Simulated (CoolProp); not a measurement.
C3F8 (R218) at several states: fugacity coefficient from the reference equation and from simpler models built on Tc = 71.9 °C, pc = 2640 kPa, ω = 0.317; each cubic takes its own stable root.

Model: reference Helmholtz-energy equation of state, Lemmon 2006, in CoolProp. It is a short technical equation, of lower accuracy than the large ones.

| T (°C) | p (kPa) | phase | reference |
|---|---|---|---|
| -46.75 | 9170 | liquid | 0.01143 |
| 22.35 | 13.9 | gas | 0.9970 |
| 107.35 | 11.6 | gas | 0.9990 |
| -80.65 | 10900 | liquid | 0.001491 |
| -100.25 | 50.2 | liquid | 0.03082 |

How far does each simpler model (van der Waals, Redlich-Kwong, Soave-Redlich-Kwong, Peng-Robinson) lie from the reference over these 5 states: mean and median of the absolute difference, and the worst?


- van der Waals: mean 1239.9 %, median 626.6 %, worst +3056.4 % at -100.25 °C and 50.2 kPa
- Redlich-Kwong: mean 125.3 %, median 112.2 %, worst +296.8 % at -100.25 °C and 50.2 kPa
- Soave-Redlich-Kwong: mean 1.4 %, median 0.9 %, worst +3.1 % at -80.65 °C and 10900 kPa
- Peng-Robinson: mean 2.3 %, median 0.8 %, worst +7.7 % at -100.25 °C and 50.2 kPa

At some of these states van der Waals gives the other phase, because its saturation line lies elsewhere.
